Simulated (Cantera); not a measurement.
Charge: 1 mol SiH4, 0.13 mol CH4, 980 mol H2, at 0.130 bar.

Method: chemical equilibrium by Gibbs-energy minimisation in Cantera with the NASA 1993 tables (ideal gas, pure condensed phases). Candidate condensed phases: C, C6H6, C7H8, C8H18, Si, SiC; 87 gas species. Mutual solubility and eutectic melting of coexisting phases are not modelled. Gases not in the tables: Si2H6 and higher silanes. Kinetics and transport are ignored. All values below are at 1625 °C.

Base state: H2 0.998, H 0.00217, Si 9.45e-5, SiH2 5.74e-5, SiH 2.97e-5 (mole fractions); condensed: Si(l) + SiC(s).

What changes in the equilibrium state with this change: pressure from 0.130 bar to 13.3 mbar?


```
species       before     after
-----------  -------  --------
H2             0.998     0.992
H            0.00217   0.00674
Si           9.45e-5  0.000739
Si2C         1.64e-6   1.28e-5
SiH          2.97e-5   7.42e-5
SiH2         5.74e-5   4.58e-5
Si(l), mol     0.691         0
SiC(s), mol    0.125     0.115
```
